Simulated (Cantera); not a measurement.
Hydrogen reduction and annealing atmospheres: Fe₂O₃ + H₂ + H₂O

Input: 1 mol Fe₂O₃, 240 mol H₂, 0.071 mol H₂O, held at 100000 Pa.

Method: chemical equilibrium by Gibbs-energy minimisation in Cantera with the NASA 1993 tables (ideal gas, pure condensed phases). Candidate condensed phases: Fe, FeO, Fe(OH)₂, Fe(OH)₃, Fe₂O₃, Fe₃O₄, H₂O; 12 gas species. Equilibrium is a limit: real reactors are often held back by kinetics, nucleation or transport.

From 823 K to 1123 K the condensed part is Fe(α). From 1273 K to 1573 K the condensed part is Fe(γ). At 1723 K the condensed part is Fe(δ). From 1873 K to 2173 K the condensed part is Fe(l).

| T (K) | x H₂ | x H₂O | x H | x Fe | x OH | x FeO | x Fe(OH)₂ | x O | n Fe(α) | n Fe(γ) | n Fe(δ) | n Fe(l) |
|---|---|---|---|---|---|---|---|---|---|---|---|---|
| 823 | 0.987 | 0.0128 | 7.29e-12 | <1e-12 | <1e-12 | <1e-12 | <1e-12 | <1e-12 | 2.00 | 0 | 0 | 0 |
| 973 | 0.987 | 0.0128 | 1.07e-9 | <1e-12 | <1e-12 | <1e-12 | 6.11e-12 | <1e-12 | 2.00 | 0 | 0 | 0 |
| 1123 | 0.987 | 0.0128 | 4.23e-8 | 3.12e-12 | 2.82e-12 | <1e-12 | 8.49e-11 | <1e-12 | 2.00 | 0 | 0 | 0 |
| 1273 | 0.987 | 0.0128 | 7.09e-7 | 4.98e-10 | 1.06e-10 | <1e-12 | 6.28e-10 | <1e-12 | 0 | 2.00 | 0 | 0 |
| 1423 | 0.987 | 0.0128 | 6.60e-6 | 2.67e-8 | 1.86e-9 | <1e-12 | 3.07e-9 | <1e-12 | 0 | 2.00 | 0 | 0 |
| 1573 | 0.987 | 0.0128 | 4.04e-5 | 6.57e-7 | 1.89e-8 | 4.58e-11 | 1.12e-8 | <1e-12 | 0 | 2.00 | 0 | 0 |
| 1723 | 0.987 | 0.0128 | 0.000181 | 9.13e-6 | 1.29e-7 | 1.09e-9 | 3.26e-8 | 1.88e-11 | 0 | 0 | 2.00 | 0 |
| 1873 | 0.986 | 0.0128 | 0.000641 | 7.91e-5 | 6.45e-7 | 1.47e-8 | 7.72e-8 | 3.17e-10 | 0 | 0 | 0 | 1.98 |
| 2023 | 0.985 | 0.0128 | 0.00188 | 0.000471 | 2.55e-6 | 1.29e-7 | 1.54e-7 | 3.54e-9 | 0 | 0 | 0 | 1.89 |
| 2173 | 0.980 | 0.0127 | 0.00478 | 0.00216 | 8.30e-6 | 8.18e-7 | 2.76e-7 | 2.84e-8 | 0 | 0 | 0 | 1.48 |
x: gas mole fraction; n: condensed amount in mol.
